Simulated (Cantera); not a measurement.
Feed: 1 mol Cu₂O, 0.36 mol CH₄, 11 mol H₂, held at 0.133 bar.

Cantera equilibrium calculation (NASA polynomials, part measured and part estimated; ideal gas, pure solids and liquids). Candidate condensed phases: C, C₆H₆, C₇H₈, C₈H₁₈, Cu, CuO, Cu(OH)₂, Cu₂O, H₂O; 113 gas species. The numbers say what is thermodynamically allowed, not how fast it happens. All values below are at 1123 K.

Base state: H₂ 0.919, H₂O 0.0515, CO 0.0283, CO₂ 0.00145, CH₄ 1.47e-5 (mole fractions); condensed: Cu(s).

What changes in the equilibrium state with this change: CH₄ from 0.36 to 2.5 mol?


```json
[
 {"species": "H₂", "before": "0.919", "after": "0.938"},
 {"species": "CO", "before": "0.0283", "after": "0.0585"},
 {"species": "CH₄", "before": "1.47e-5", "after": "0.00344"},
 {"species": "H₂O", "before": "0.0515", "after": "0.000483"},
 {"species": "CO₂", "before": "0.00145", "after": "2.76e-5"},
 {"species": "Cu(s), mol", "before": "2.00", "after": "2.00"},
 {"species": "C(graphite), mol", "before": "0", "after": "1.45"}
]
```

What changes in the equilibrium state with this change: Cu₂O replaced by SiO₂?


| species | before | after |
|---|---|---|
| H₂ | 0.919 | 0.996 |
| CH₄ | 1.47e-5 | 0.00388 |
| CO | 0.0283 | 5.11e-5 |
| H₂O | 0.0515 | 4.48e-7 |
| CO₂ | 0.00145 | <1e-9 |
| Cu(s), mol | 2.00 | 0 |
| C(graphite), mol | 0 | 0.314 |
| SiC(s), mol | 0 | 0.000301 |
| SiO₂(β-quartz), mol | 0 | 1.000 |
Mutual solubility and eutectic melting of coexisting phases are not modelled. Further candidate phases: Si, SiC, SiO₂.
